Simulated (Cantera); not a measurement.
# Thermodynamics of chlorosilane synthesis and conversion, feed SiCl4 + H2

Charge: 1 mol SiCl4, 3.9 mol H2, equilibrated at 1123.15 K.

These are equilibrium values from Cantera (NASA tables, ideal gas, pure condensed phases), not measurements of a reactor. Candidate condensed phases: Si; 19 gas species. The tables' values for SiCl3 are old estimates; treat these amounts as uncertain. The numbers say what is thermodynamically allowed, not how fast it happens.

| P (Pa) | log p H2 | log p SiCl4 | log p HCl | log p SiHCl3 | log p SiCl3 |
|---|---|---|---|---|---|
| 10000 | -1.13 | -1.82 | -2.24 | -2.47 | -3.05 |
| 31000 | -0.64 | -1.32 | -1.80 | -1.92 | -2.75 |
| 98000 | -0.14 | -0.81 | -1.32 | -1.40 | -2.48 |
| 310000 | 0.37 | -0.31 | -0.83 | -0.88 | -2.21 |
| 960000 | 0.86 | 0.18 | -0.34 | -0.38 | -1.96 |
| 3000000 | 1.35 | 0.68 | 0.15 | 0.11 | -1.71 |
log p: log10 of the partial pressure in bar; nothing condenses.

From 10000 Pa to 3000000 Pa nothing is condensed. The main Si-bearing gas is SiCl4 throughout.
